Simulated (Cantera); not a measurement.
Premixed flame

A freely propagating, adiabatic, planar premixed flame of 45.7 % H2, 11.4 % O2, 42.9 % N2, equivalence ratio 2.0, unburnt at 600 K and 13300 Pa; mixture-averaged transport, grid criteria slope 0.08 and curve 0.16, no radiation.

Detailed kinetics in Cantera: the H2/O2 subset of GRI-Mech 3.0, which has no nitrogen chemistry. Burning velocities carry a grid error of a few per cent, more on coarse grids.

```csv
z (mm),T (K),u (m/s),x H2,x O2,x H2O,x OH,x H,x O
-18.6,600,6.94,0.457,0.114,<1e-8,<1e-8,<1e-8,<1e-8
-12.4,600,6.94,0.457,0.114,<1e-8,<1e-8,<1e-8,<1e-8
-9.29,600,6.94,0.457,0.114,<1e-8,<1e-8,<1e-8,<1e-8
-6.19,600,6.94,0.457,0.114,6.27e-8,<1e-8,6.59e-7,<1e-8
-3.10,612,7.07,0.455,0.114,0.000821,3.04e-5,0.000721,1.19e-5
-1.55,743,8.49,0.428,0.110,0.0131,0.000239,0.0140,0.000290
0,1109,12.4,0.279,0.0587,0.118,0.00209,0.0929,0.00476
1.55,1342,14.8,0.181,0.00559,0.222,0.00321,0.135,0.00321
3.10,1429,15.7,0.180,0.00164,0.231,0.00371,0.129,0.00243
6.19,1532,16.7,0.189,0.00132,0.233,0.00449,0.115,0.00233
12.4,1653,17.9,0.200,0.00111,0.235,0.00523,0.0976,0.00208
24.8,1783,19.1,0.211,0.000830,0.238,0.00566,0.0790,0.00165
49.5,1911,20.2,0.221,0.000548,0.242,0.00557,0.0608,0.00115
```
x: mole fraction of selected species; z is measured from the peak of heat release.

* **laminar burning velocity**: 694 cm/s
* **thermal thickness**: 6.19 mm
* **peak x(OH)**: 0.00570
* **peak x(H)**: 0.136
* **peak x(O)**: 0.00535
* **grid points**: 133
